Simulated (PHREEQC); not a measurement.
0.25 g of hydrous ferric oxide (600 m²/g; 0.2 weak and 0.005 strong sites per Fe, Dzombak-Morel constants, diffuse double layer) in 1 kg of water with 0.3 mol/kgw of an inert sodium salt and 1.5e-05 mol/kgw Na2SO4 and 0.00031 mol/kgw CaCl2, at 25 °C; the pH is set by adding NaOH or the inert anion's acid. Oxygen alone is held at its pressure in air (log pO2 = -0.68). The system is closed to CO2. Precipitation was switched off in this run.

Equilibrium calculation in PHREEQC: ion-association model, wateq4f.dat.

```tsv
pH	S sorbed (%)	Ca sorbed (%)	surface charge σ (C/m²)	surface potential ψ (mV)
3	81.8	0.0	0.352	123
3.67	81.1	0.0	0.345	122
4.33	77.2	0.0	(withheld)	118
5	64.0	0.0	0.261	(withheld)
5.67	36.6	0.0	(withheld)	(withheld)
6.33	11.3	0.1	0.120	71
7	2.0	0.6	(withheld)	47
7.67	0.3	2.8	0.027	21
8.33	0.0	7.9	-0.005	-4
9	0.0	27.1	-0.029	-22
9.67	0.0	53.6	-0.043	-32
10.33	0.0	(withheld)	-0.052	-38
11	0.0	74.6	-0.058	-41
```

### Question
Some entries are withheld; supply them.

### Answer

- 4.33, surface charge σ (C/m²): 0.318
- 5, surface potential ψ (mV): 108
- 5.67, surface charge σ (C/m²): 0.187
- 5.67, surface potential ψ (mV): 92
- 7, surface charge σ (C/m²): 0.067
- 10.33, Ca sorbed (%): 68.9

Complexes and solids missing from the database can't appear. The oxide is taken as insoluble; below pH 4 it would dissolve.
